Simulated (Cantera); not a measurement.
Input: 1 mol Si₂H₆, 0.62 mol NO, at 70.0 Pa.

Method: chemical equilibrium by Gibbs-energy minimisation in Cantera with the NASA 1993 tables (ideal gas, pure condensed phases). Candidate condensed phases: H₂O, Si, SiO₂, Si₂N₂O, Si₃N₄; 35 gas species. The feed counts by its element totals alone. The tables' values for SiN are old estimates; treat these amounts as uncertain. Gases not in the tables: Si₂H₆ and higher silanes. Rates play no part. All values below are at 1725 °C.

Base state: H₂ 0.672, SiO 0.144, N₂ 0.0719, Si 0.0608, H 0.0497, SiH 0.000898, Si₂ 0.000627, Si₂N 0.000148 (mole fractions); condensed: Si(l).

Q: What changes in the equilibrium state with this change: Si₂H₆ replaced by SiF₄?

A: 
| species | before | after |
|---|---|---|
| SiF₄ | 0 | 0.606 |
| N₂ | 0.0719 | 0.188 |
| O₂ | <1e-9 | 0.182 |
| H₂ | 0.672 | 0 |
| Si | 0.0608 | <1e-9 |
| H | 0.0497 | 0 |
| O | <1e-9 | 0.0106 |
| SiO | 0.144 | 0.000221 |
| F | 0 | 0.00562 |
| SiF₃ | 0 | 0.00459 |
| NO | <1e-9 | 0.00346 |
| SiH | 0.000898 | 0 |
| Si(l), mol | 1.11 | 0 |
The tables' values for SiF₃, SiO₂, SiF₂ are old estimates; treat these amounts as uncertain.
